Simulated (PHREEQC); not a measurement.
0.1 mol of Hydroxyapatite (Ca5(PO4)3OH) is brought to equilibrium with 1 kg of water holding 1 mmol/kgw NaCl, at 25 °C, the pH being set by adding NaOH or HCl. Oxygen is held at 0.21 atm. The system is closed to CO2. Only these solids could form: Hydroxyapatite, Portlandite.

Computed with PHREEQC (ion-association model, wateq4f.dat).

```csv
pH,dissolved Ca (mol/kgw),dissolved P (mol/kgw),Ca+2 (mol/kgw),H2PO4- (mol/kgw),CaH2PO4+ (mol/kgw)
5,0.0196,0.0118,0.0175,0.00949,0.00195
5.38,0.00732,0.00439,0.00683,0.00381,___
5.75,0.00304,0.00183,0.00291,0.00161,8.07e-5
6.12,0.00135,0.000809,0.00130,0.000693,1.72e-5
6.5,0.000620,0.000372,0.000603,0.000287,3.52e-6
6.88,0.000304,0.000183,0.000297,0.000113,7.08e-7
7.25,0.000163,9.80e-5,0.000160,4.18e-5,1.44e-7
7.62,9.40e-5,5.64e-5,9.24e-5,1.39e-5,2.81e-8
8,5.65e-5,3.39e-5,5.57e-5,4.15e-6,5.07e-9
8.38,3.52e-5,2.11e-5,3.48e-5,1.17e-6,8.97e-10
8.75,2.27e-5,1.36e-5,2.24e-5,3.32e-7,___
9.12,1.47e-5,8.85e-6,___,9.33e-8,3.00e-11
9.5,9.56e-6,5.74e-6,9.37e-6,2.52e-8,5.22e-12
9.88,6.26e-6,3.75e-6,6.08e-6,6.75e-9,9.07e-13
10.25,4.19e-6,2.51e-6,4.01e-6,1.87e-9,1.65e-13
10.62,2.86e-6,1.72e-6,___,5.15e-10,2.99e-14
11,2.00e-6,1.20e-6,1.81e-6,1.36e-10,0
```

### Question
Fill in the missing entries.

### Answer

- 5.38, CaH2PO4+ (mol/kgw): 0.000384
- 8.75, CaH2PO4+ (mol/kgw): 1.65e-10
- 9.12, Ca+2 (mol/kgw): 1.45e-5
- 10.62, Ca+2 (mol/kgw): 2.68e-6

H3PO4, which wateq4f.dat lacks, is added to it with the constant of phreeqc.dat.
